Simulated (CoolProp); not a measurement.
Vapour-liquid equilibrium of ethane (1) + propane (2) at 219.2 K; x and y are mole fractions of (1).

Model: multi-fluid Helmholtz-energy mixture model, Bücker 2006 and Lemmon 2009; pair parameters Kunz 2012, in CoolProp.

```csv
x,bubble pressure (bar),y at the bubble point,dew pressure at overall composition x (bar),liquid density (mol/L)
0.05,0.7753,0.280,0.6094,13.62
0.2,1.348,0.642,0.7083,14.06
0.35,1.930,0.791,0.8450,14.51
0.5,2.538,0.875,1.046,14.96
0.65,3.179,0.929,1.371,15.43
0.8,3.851,0.966,1.980,15.91
0.95,4.543,0.993,3.529,16.39
```

No azeotrope shows between x = 0.05 and 0.95.

The pair parameters rest on a limited set of measurements; away from them the model extrapolates.
